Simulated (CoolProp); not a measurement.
Values from CoolProp's reference Helmholtz-energy equation of state, Lemmon 2006. It is a short technical equation, of lower accuracy than the large ones.

Problem. For carbonyl sulfide, give the phase and the cp (kJ/(kg K)), speed of sound (m/s), isothermal compressibility (1/MPa), expansivity (1/kK) at 379.4 K and 8.7 MPa.

Solution. 
- 379.4 K and 8.7 MPa: supercritical; cp 2.24, speed of sound 327, isothermal compressibility 0.0392, expansivity 10.4
